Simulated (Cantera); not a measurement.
A closed system holds: 1 mol HMDSO, 0.13 mol N2O, at 46.0 mbar.

Equilibrium computed with Cantera from the NASA thermochemical tables; the gas is ideal and each condensed phase is pure. Candidate condensed phases: C, C6H6, C7H8, C8H18, H2O, Si, SiC, SiO2, Si2N2O, Si3N4; 151 gas species. The feed counts by its element totals alone. Mutual solubility and eutectic melting of coexisting phases are not modelled. The tables hold silica as quartz up to 1696 K and as liquid above; real silica turns to tridymite and cristobalite and melts near 1996 K. The numbers say what is thermodynamically allowed, not how fast it happens. All values below are at 1375 K.

Base state: H2 0.944, CO 0.0552, CH4 0.000204, N2 0.000182, SiO 6.11e-5, H 1.55e-5, H2O 1.10e-5 (mole fractions); condensed: C(graphite) + SiC(s) + SiO2(β-quartz) + Si2N2O(s).

Q: What changes in the equilibrium state with this change: HMDSO replaced by TEOS?

A: 
```json
[
 {"species": "H2", "before": "0.944", "after": "0.809"},
 {"species": "CO", "before": "0.0552", "after": "0.184"},
 {"species": "N2", "before": "0.000182", "after": "0.00670"},
 {"species": "SiO", "before": "6.11e-5", "after": "1.84e-5"},
 {"species": "HCN", "before": "5.29e-6", "after": "2.97e-5"},
 {"species": "H2O", "before": "1.10e-5", "after": "3.15e-5"},
 {"species": "CH4", "before": "0.000204", "after": "0.000150"},
 {"species": "C(graphite), mol", "before": "3.97", "after": "5.73"},
 {"species": "SiC(s), mol", "before": "1.51", "after": "0"},
 {"species": "SiO2(β-quartz), mol", "before": "0.237", "after": "0.906"},
 {"species": "Si2N2O(s), mol", "before": "0.128", "after": "0.0470"}
]
```

Q: What changes in the equilibrium state with this change: pressure from 46.0 mbar to 74.0 Pa?

A: 
```
species                before     after
-------------------  --------  --------
H2                      0.944     0.877
CO                     0.0552     0.110
N2                   0.000182    0.0126
SiO                   6.11e-5  0.000122
CH4                  0.000204   2.83e-6
H2O                   1.10e-5   3.29e-7
HCN                   5.29e-6   4.25e-5
C(graphite), mol         3.97      2.87
SiC(s), mol              1.51      2.00
SiO2(β-quartz), mol     0.237         0
Si2N2O(s), mol          0.128         0
```
